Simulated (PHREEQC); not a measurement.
Dissolve 0.038 mol/kgw K3PO4 at 25 °C. Closed to the air; pH follows from the charge balance.

Computed with PHREEQC (ion-association model, wateq4f.dat).

Each row changes one thing in this solution. No solid was allowed to form.

```tsv
case	pH	ionic strength (mol/kgw)	HPO4-2 (mol/kgw)	H2PO4- (mol/kgw)
as made	11.98	0.200	0.0126	8.55e-8
diluted 10-fold with water	11.43	0.0165	0.00306	1.25e-7
diluted 2-fold with water	11.86	0.0945	0.00899	9.77e-8
diluted 5-fold with water	11.64	0.0349	0.00514	1.14e-7
0.0067 mol/kgw HNO3 added	11.84	0.193	0.0155	1.45e-7
K3PO4 replaced by H3PO4 at the same molality	1.89	0.0142	9.80e-8	0.0142
```

H3PO4, which wateq4f.dat lacks, is added to it with the constant of phreeqc.dat.
